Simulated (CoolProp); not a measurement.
Vapour pressure (kPa) of 1,2-dichloroethane: the reference equation beside estimates from Tc = 288.4 °C, pc = 5226 kPa, ω = 0.269. Clausius-Clapeyron is anchored at 73.15 °C with a constant enthalpy of vaporisation of 32.65 kJ/mol.

Model: reference Helmholtz-energy equation of state, Thol 2015, in CoolProp.

```json
[
 {"T (°C)": "-0.45", "reference": "2.727", "Lee-Kesler": "2.464", "Clausius-Clapeyron": "3.393", "van der Waals": "118.8", "Redlich-Kwong": "7.795", "Soave-Redlich-Kwong": "2.540", "Peng-Robinson": "2.778"},
 {"T (°C)": "36.35", "reference": "17.66", "Lee-Kesler": "16.60", "Clausius-Clapeyron": "18.80", "van der Waals": "273.0", "Redlich-Kwong": "41.32", "Soave-Redlich-Kwong": "16.90", "Peng-Robinson": "17.67"},
 {"T (°C)": "73.15", "reference": "72.41", "Lee-Kesler": "70.38", "Clausius-Clapeyron": "72.41", "van der Waals": "530.8", "Redlich-Kwong": "141.8", "Soave-Redlich-Kwong": "70.81", "Peng-Robinson": "72.01"},
 {"T (°C)": "110.05", "reference": "218.0", "Lee-Kesler": "217.1", "Clausius-Clapeyron": "215.8", "van der Waals": "918.6", "Redlich-Kwong": "367.0", "Soave-Redlich-Kwong": "217.0", "Peng-Robinson": "217.0"},
 {"T (°C)": "146.85", "reference": "526.4", "Lee-Kesler": "531.3", "Clausius-Clapeyron": "529.7", "van der Waals": "1456", "Redlich-Kwong": "780.0", "Soave-Redlich-Kwong": "531.5", "Peng-Robinson": "526.5"},
 {"T (°C)": "183.65", "reference": "1088", "Lee-Kesler": "1104", "Clausius-Clapeyron": "1125", "van der Waals": "2163", "Redlich-Kwong": "1445", "Soave-Redlich-Kwong": "1111", "Peng-Robinson": "1096"},
 {"T (°C)": "220.55", "reference": "2012", "Lee-Kesler": "2042", "Clausius-Clapeyron": "2139", "van der Waals": "3056", "Redlich-Kwong": "2425", "Soave-Redlich-Kwong": "2068", "Peng-Robinson": "2042"}
]
```

Absolute difference from the reference over all 7 rows, mean and median: Lee-Kesler 3.3 and 1.5 %, Clausius-Clapeyron 6.0 and 3.4 %, van der Waals 997.7 and 321.4 %, Redlich-Kwong 83.6 and 68.3 %, Soave-Redlich-Kwong 2.8 and 2.2 %, Peng-Robinson 0.7 and 0.6 %.
